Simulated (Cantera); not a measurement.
A perfectly stirred reactor is fed with CO : H2 : O2 : N2 = 1 : 0.093 : 1.33 : 5.01 (molar parts), at 0.474 atm; it is adiabatic with a 500 K inlet, and is followed from long to short residence time, starting on the burning branch (τ in s: 0.13, 0.041, 0.013, 0.004, 0.0012, 0.00039, 0.00012, 3.7e-05, 1.2e-05).

Model: GRI-Mech 3.0 (53 species, 325 reactions), integrated in Cantera.

One state of this run: T (K) = 1481; x CO = 0.0223; x H2 = 0.000405; x O2 = 0.119; x CO2 = 0.120; x HO2 = 8.97e-6. x: mole fraction; the columns are a selection and need not sum to one.

Q: Which value of τ (s) does it belong to?
A. 0.0040
B. 0.00039
C. 0.00012
D. 0.013

A: A, 0.0040
